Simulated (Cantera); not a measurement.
**Ignition delay**

Mixture: 10.8 % CH4, 1.19 % H2, 18.5 % O2, 69.5 % N2, at 1.60 bar, adiabatic and at constant pressure. Ignition delay is the time to a rise of 400 K.

Model: GRI-Mech 3.0 (53 species, 325 reactions), integrated in Cantera. Below about 1000 K GRI-Mech 3.0 lacks low-temperature oxidation paths. Below about 950 K walls govern HO2 and H2O2 in real vessels.

```json
[
 {"T0 (K)": "850", "delay (ms)": "2270"},
 {"T0 (K)": "925", "delay (ms)": "271"},
 {"T0 (K)": "1000", "delay (ms)": "90.7"},
 {"T0 (K)": "1075", "delay (ms)": "41.9"},
 {"T0 (K)": "1150", "delay (ms)": "19.2"},
 {"T0 (K)": "1225", "delay (ms)": "8.60"},
 {"T0 (K)": "1300", "delay (ms)": "3.86"}
]
```

```yaml
apparent activation energy between 1150 and 1300 K: 130 kJ/mol
```
